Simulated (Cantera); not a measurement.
A closed system holds: 1 mol Al2O3, 0.92 mol Cl2, 0.41 mol O2, at 1300 K and 27.0 mbar.

Equilibrium computed with Cantera from the NASA thermochemical tables; the gas is ideal and each condensed phase is pure. Candidate condensed phases: Al, AlCl3, Al2O3; 17 gas species. The numbers say what is thermodynamically allowed, not how fast it happens.

Base state: Cl2 0.640, O2 0.299, Cl 0.0604, ClO 0.000179, AlCl3 6.31e-5 (mole fractions); condensed: Al2O3(s).

Question: What changes in the equilibrium state with this change: Al2O3 replaced by Fe3O4?

Answer: 
| species | before | after |
|---|---|---|
| O2 | 0.299 | 0.352 |
| Cl2 | 0.640 | 0.302 |
| FeCl3 | 0 | 0.165 |
| FeCl2 | 0 | 0.139 |
| Cl | 0.0604 | 0.0415 |
| AlCl3 | 6.31e-5 | 0 |
| Fe2Cl4 | 0 | 0.000116 |
| Fe2Cl6 | 0 | 3.54e-5 |
| ClO | 0.000179 | 0.000133 |
| Al2O3(s), mol | 1.000 | 0 |
| Fe2O3(s), mol | 0 | 1.30 |
Further candidate phases: Fe, FeCl2, FeCl3, FeO, Fe2O3, Fe3O4.

Question: What changes in the equilibrium state with this change: temperature from 1300 K to 923 K?

Answer: 
```
species          before     after
-------------  --------  --------
Cl2               0.640     0.691
O2                0.299     0.308
Cl               0.0604  0.000565
AlCl3           6.31e-5   5.99e-9
ClO            0.000179   4.02e-6
Al2O3(s), mol     1.000      1.00
```
Condensed phases not in the tables: AlOCl.

Question: What changes in the equilibrium state with this change: temperature from 1300 K to 898 K?

Answer: 
```
species          before     after
-------------  --------  --------
Cl2               0.640     0.691
O2                0.299     0.308
Cl               0.0604  0.000361
AlCl3           6.31e-5   2.42e-9
ClO            0.000179   2.78e-6
Al2O3(s), mol     1.000      1.00
```
Condensed phases not in the tables: AlOCl.
